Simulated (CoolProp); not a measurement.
Saturation properties of R245fa.

Model: reference Helmholtz-energy equation of state, Akasaka 2015, in CoolProp.

```csv
T (K),p (MPa),liquid density (kg/m³),liquid cp (kJ/(kg K)),surface tension (mN/m)
211.8,0.001174,1551,1.165,25.3
223,0.002854,1525,1.178,23.8
234.3,0.006307,1499,1.194,22.2
245.5,0.01269,1472,1.211,20.6
256.8,0.02387,1445,1.230,19.1
268.1,0.04210,1417,1.252,17.6
279.3,0.06998,1388,1.274,16.1
290.6,0.1115,1359,1.299,14.6
301.8,0.1697,1329,1.326,13.2
313.1,0.2502,1297,1.355,11.7
```

It boils at 288.2 K under 1 atm.

Surface tension comes from a separate correlation (Mulero 2012).
